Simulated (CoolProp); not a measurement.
Vapour-liquid equilibrium of R22 (1) + R134a (2) at -11.65 °C; x and y are mole fractions of (1).

Computed with CoolProp (multi-fluid Helmholtz-energy mixture model, Kamei 1995 and Tillner-Roth 1994; pair parameters Bell 2016).

```
x     bubble pressure, mixture model (MPa)  bubble pressure, Raoult's law (MPa)  y, mixture model  y, Raoult's law
----  ------------------------------------  -----------------------------------  ----------------  ---------------
0.05                                0.1975                               0.1952             0.093            0.086
0.15                                0.2156                               0.2099             0.249            0.239
0.25                                0.2325                               0.2245             0.378            0.372
0.35                                0.2482                               0.2392             0.488            0.490
0.45                                0.2631                               0.2539             0.584            0.593
0.55                                0.2772                               0.2685             0.671            0.685
0.65                                0.2907                               0.2832             0.751            0.768
0.75                                0.3037                               0.2979             0.826            0.842
0.85                                0.3163                               0.3126             0.897            0.910
0.95                                0.3285                               0.3272             0.966            0.971
```

The largest gap from Raoult's law is +3.8 % in bubble pressure, at x = 0.35. No azeotrope shows between x = 0.05 and 0.95.

The pair parameters rest on a limited set of measurements; away from them the model extrapolates.
